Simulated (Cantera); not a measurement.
Charge: 1 mol Si(CH₃)₄, 0.012 mol C₃H₈, 230 mol H₂, 0.36 mol CH₄, equilibrated at 1700 K and 0.0100 bar.

Method: chemical equilibrium by Gibbs-energy minimisation in Cantera with the NASA 1993 tables (ideal gas, pure condensed phases). Candidate condensed phases: C, C₆H₆, C₇H₈, C₈H₁₈, Si, SiC; 87 gas species. Kinetics and transport are ignored.

Base state: H₂ 0.998, H 0.00147, C₂H₂ (acetylene) 7.33e-5, CH₄ 1.09e-5 (mole fractions); condensed: C(graphite) + SiC(s).

Problem. What changes in the equilibrium state with this change: temperature from 1700 K to 1575 K?

Solution. 
```
species            before     after
----------------  -------  --------
H₂                  0.998     1.000
H                 0.00147  0.000415
C₂H₂ (acetylene)  7.33e-5   2.11e-5
CH₄               1.09e-5   1.82e-5
C(graphite), mol     3.36      3.38
SiC(s), mol         1.000     1.000
```

Problem. What changes in the equilibrium state with this change: 1.9 mol CO₂ added?

Solution. 
```tsv
species	before	after
H₂	0.998	0.983
CO	0	0.0157
H	0.00147	0.00146
SiO	0	6.44e-5
CH₄	1.09e-5	1.06e-5
C₂H₂ (acetylene)	7.33e-5	7.21e-5
C(graphite), mol	3.36	1.49
SiC(s), mol	1.000	0.984
```
Further candidate phases: H₂O, SiO₂.
